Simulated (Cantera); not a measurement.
What does this Cantera script print?

```python
import numpy as np
import cantera as ct

gas_names = """
    SiBr4 H HBr SiH4
""".split()
cond_names = """

""".split()


# ... load() reads the species with a 1 bar reference pressure and builds the phases ...
species = {s.name: s for s in load("nasa_gas.yaml", gas_names) + load("nasa_condensed.yaml", cond_names)}
# Each term lists the table entries of one substance; the one whose range holds T is used.
reactions = {
    'SiBr4(g) + 8 H(g) = 4 HBr(g) + SiH4(g)':
        [(-1, ['SiBr4']), (-8, ['H']), (4, ['HBr']), (1, ['SiH4'])],
}


def pick(names, T):
    return next(species[n] for n in names if species[n].thermo.min_temp <= T <= species[n].thermo.max_temp)


results = []
for label, terms in reactions.items():
    print(label)
    print("     T/K   dH/kJ  dS/(J/K)   dG/kJ   log10 K")
    for T in [2025, 2075, 2125, 2175, 2225, 2275]:
        used = [(nu, pick(names, T)) for nu, names in terms]
        dH = sum(nu * s.thermo.h(T) for nu, s in used) / 1e6
        dS = sum(nu * s.thermo.s(T) for nu, s in used) / 1e3
        dG = dH - T * dS / 1e3
        logK = -dG * 1e6 / (ct.gas_constant * T * np.log(10))
        results.append((label, T, dH, dS, dG, logK, [s.name for _, s in used]))
        print(f"{T:8g} {dH:8.1f} {dS:8.1f} {dG:8.1f} {logK:8.2f}")
```

Output:

```
SiBr4(g) + 8 H(g) = 4 HBr(g) + SiH4(g)
     T/K   dH/kJ  dS/(J/K)   dG/kJ   log10 K
    2025  -1539.6   -432.9   -663.0    17.10
    2075  -1541.0   -433.6   -641.3    16.14
    2125  -1542.4   -434.2   -619.6    15.23
    2175  -1543.7   -434.9   -597.9    14.36
    2225  -1545.0   -435.5   -576.2    13.53
    2275  -1546.3   -436.0   -554.4    12.73
```

Source: NASA polynomial tables (part measured, part estimated), evaluated in Cantera. Condensed species are held in their standard states even where they would react or evaporate.
